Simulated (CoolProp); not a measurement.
Values from CoolProp's reference Helmholtz-energy equation of state, Lemmon 2006. It is a short technical equation, of lower accuracy than the large ones.

Task: Give the vapour pressure (kPa), vapour density (kg/m³), enthalpy of vaporisation (kJ/kg), vapour viscosity (µPa s) of saturated C2F6 (R116) at -34.65 °C.

Result: 
```json
[
 {"T (°C)": "-34.65", "p (kPa)": "652", "vapour density (kg/m³)": "54.5", "enthalpy of vaporisation (kJ/kg)": "94.2", "vapour viscosity (µPa s)": "11.1"}
]
```

Viscosity comes from a separate model (Huber 2003), an estimate that may be off by 10 % or more.
